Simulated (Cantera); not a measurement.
Mixture: 28.4 % H2, 14.3 % O2, 53.9 % N2, 3.40 % NO, at 760 Torr, adiabatic and at constant pressure. Ignition delay is the time to a rise of 400 K.

Computed with Cantera and GRI-Mech 3.0 (53 species, 325 reactions). The mechanism lacks 2 NO + O2 → 2 NO2 and HONO, so NO2 and the effect of NO are under-described below about 1400 K. Where the delays flatten at high temperature, the 400 K rule measures the pace of heat release, not the induction time.

Predict: delay at 1175 K; delay at 1250 K; delay at 1325 K; delay at 1400 K; delay at 1475 K; delay at 1550 K; delay at 1625 K.


```
Property          Result
---------------  -------
delay at 1175 K  50.3 µs
delay at 1250 K  35.5 µs
delay at 1325 K  26.8 µs
delay at 1400 K  21.4 µs
delay at 1475 K  18.2 µs
delay at 1550 K  16.3 µs
delay at 1625 K  15.2 µs
```
